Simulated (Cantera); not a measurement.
Charge: 1 mol B2H6, 14 mol N2, held at 2173 K.

Equilibrium computed with Cantera from the NASA thermochemical tables; the gas is ideal and each condensed phase is pure. Candidate condensed phases: B, BN; 15 gas species. The feed counts by its element totals alone. Rates play no part.

Task: Which condensed phases are stable at each of these points (P (Pa)): 10, 28, 77, 220, 600, 1700, 4600, 13000, 36000, 100000?

Result: 
```json
[
 {"P (Pa)": "10", "condensed phases": "B(s)", "B condensed (%)": "82.2"},
 {"P (Pa)": "28", "condensed phases": "B(s)", "B condensed (%)": "93.7"},
 {"P (Pa)": "77", "condensed phases": "B(s)", "B condensed (%)": "97.6"},
 {"P (Pa)": "220", "condensed phases": "BN(s)", "B condensed (%)": "99.2"},
 {"P (Pa)": "600", "condensed phases": "BN(s)", "B condensed (%)": "99.8"},
 {"P (Pa)": "1700", "condensed phases": "BN(s)", "B condensed (%)": "99.9"},
 {"P (Pa)": "4600", "condensed phases": "BN(s)", "B condensed (%)": "100.0"},
 {"P (Pa)": "13000", "condensed phases": "BN(s)", "B condensed (%)": "100.0"},
 {"P (Pa)": "36000", "condensed phases": "BN(s)", "B condensed (%)": "100.0"},
 {"P (Pa)": "100000", "condensed phases": "BN(s)", "B condensed (%)": "100.0"}
]
```

From 10.0 Pa to 77.0 Pa the condensed part is B(s). From 2.20 mbar to 1.00 bar the condensed part is BN(s).
